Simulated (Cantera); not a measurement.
Charge: 1 mol C₆H₆, 0.97 mol CO₂, 15 mol N₂, at 1330 Pa.

Equilibrium computed with Cantera from the NASA thermochemical tables; the gas is ideal and each condensed phase is pure. Candidate condensed phases: C, C₆H₆, C₇H₈, C₈H₁₈, H₂O; 136 gas species. Rates play no part. All values below are at 773 K.

Base state: N₂ 0.768, H₂ 0.146, CO 0.0654, CO₂ 0.0139, H₂O 0.00608, CH₄ 0.000604 (mole fractions); condensed: C(graphite).

Task: What changes in the equilibrium state with this change: pressure from 1330 Pa to 13300 Pa?

Result: 
```
species             before    after
----------------  --------  -------
N₂                   0.768    0.792
H₂                   0.146    0.127
CO                  0.0654   0.0282
H₂O                0.00608   0.0227
CO₂                 0.0139   0.0258
NH₃                2.59e-6  2.12e-5
CH₄               0.000604  0.00453
C(graphite), mol      5.41     5.86
```
